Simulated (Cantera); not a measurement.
# Equilibrium for silicon epitaxy and polysilicon growth: SiHCl3 + Cl2 + H2

A closed system holds: 1 mol SiHCl3, 0.16 mol Cl2, 28 mol H2, held at 1250 K and 75.0 Torr.

These are equilibrium values from Cantera (NASA tables, ideal gas, pure condensed phases), not measurements of a reactor. Candidate condensed phases: Si; 19 gas species. The tables' values for SiCl3 are old estimates; treat these amounts as uncertain. Kinetics and transport are ignored.

x(H2): 0.926
x(HCl): 0.0544
x(SiCl2): 0.00806
x(SiCl4): 0.00560
x(SiHCl3): 0.00339
x(SiCl3): 0.00251
x(SiH2Cl2): 0.000279
x(SiH3Cl): 6.38e-6
x(H): 1.47e-6
n(Si(s)): 0.408 mol
gas amount: 29.85 mol
